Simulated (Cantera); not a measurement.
A closed system holds: 1 mol CO, 0.52 mol O₂, 3 mol H₂, held at 1.00 bar.

These are equilibrium values from Cantera (NASA tables, ideal gas, pure condensed phases), not measurements of a reactor. Candidate condensed phases: C, C₆H₆, C₇H₈, C₈H₁₈, H₂O; 110 gas species. The numbers say what is thermodynamically allowed, not how fast it happens.

### Question
At 727 °C, list the 5 most abundant gas species with their mole fractions, and the condensed phases.

### Answer
H₂ 0.559, H₂O 0.188, CO 0.167, CO₂ 0.0806, CH₄ 0.00582. Condensed: gas only.
